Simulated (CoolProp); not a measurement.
Model: reference Helmholtz-energy equation of state, de Reuck 1990, in CoolProp.

Problem. For fluorine, give the phase and the cv (kJ/(kg K)), speed of sound (m/s), Joule-Thomson coefficient (K/MPa), isothermal compressibility (1/MPa) at -202.65 °C and 75.6 bar.

Solution. 
- -202.65 °C and 75.6 bar: liquid; cv 0.869, speed of sound 1000, Joule-Thomson coefficient -0.310, isothermal compressibility 0.00105
